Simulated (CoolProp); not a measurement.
Toluene at several states: Z from the reference equation and from simpler models built on Tc = 318.6 °C, pc = 4126 kPa, ω = 0.266; each cubic takes its own stable root.

Computed with CoolProp (reference Helmholtz-energy equation of state, Lemmon 2006). It is a short technical equation, of lower accuracy than the large ones.

```json
[
 {"T (°C)": "263.75", "p (kPa)": "1170", "phase": "gas", "reference": "…", "van der Waals": "0.8815", "Soave-Redlich-Kwong": "…", "Peng-Robinson": "0.8392"},
 {"T (°C)": "-72.85", "p (kPa)": "51.6", "phase": "liquid", "reference": "0.002995", "van der Waals": "…", "Soave-Redlich-Kwong": "0.003464", "Peng-Robinson": "0.003094"},
 {"T (°C)": "318.45", "p (kPa)": "459", "phase": "gas", "reference": "0.9581", "van der Waals": "…", "Soave-Redlich-Kwong": "0.9611", "Peng-Robinson": "…"},
 {"T (°C)": "-2.55", "p (kPa)": "3420", "phase": "liquid", "reference": "0.1574", "van der Waals": "0.2676", "Soave-Redlich-Kwong": "0.1778", "Peng-Robinson": "0.1584"}
]
```

Task: What belongs in the gaps?

Result: 
- 263.75, reference: 0.8364
- 263.75, Soave-Redlich-Kwong: 0.8507
- -72.85, van der Waals: 0.005206
- 318.45, van der Waals: 0.9660
- 318.45, Peng-Robinson: 0.9569
